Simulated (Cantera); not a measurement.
Input: 1 mol CCl4, 0.16 mol Si, 0.13 mol H2, at 1102 °C and 0.250 bar.

Method: chemical equilibrium by Gibbs-energy minimisation in Cantera with the NASA 1993 tables (ideal gas, pure condensed phases). The numbers say what is thermodynamically allowed, not how fast it happens.

```json
[
 {"species": "Cl2", "before": "0.751", "after": "0.574"},
 {"species": "SiCl4", "before": "0.0796", "after": "0.241"},
 {"species": "HCl", "before": "0.129", "after": "0.149"},
 {"species": "Cl", "before": "0.0405", "after": "0.0354"},
 {"species": "CCl4", "before": "5.37e-5", "after": "3.14e-5"},
 {"species": "C(graphite), mol", "before": "1.000", "after": "1.000"}
]
```
Gas species are given as mole fractions.

**Question.** Name the change that produced these shifts.
(A) H2 from 0.13 to 5.6 mol
(B) Si from 0.16 to 0.42 mol
(C) temperature from 1102 °C to 950 °C
(D) temperature from 1102 °C to 875 °C

**Answer.** B, Si from 0.16 to 0.42 mol
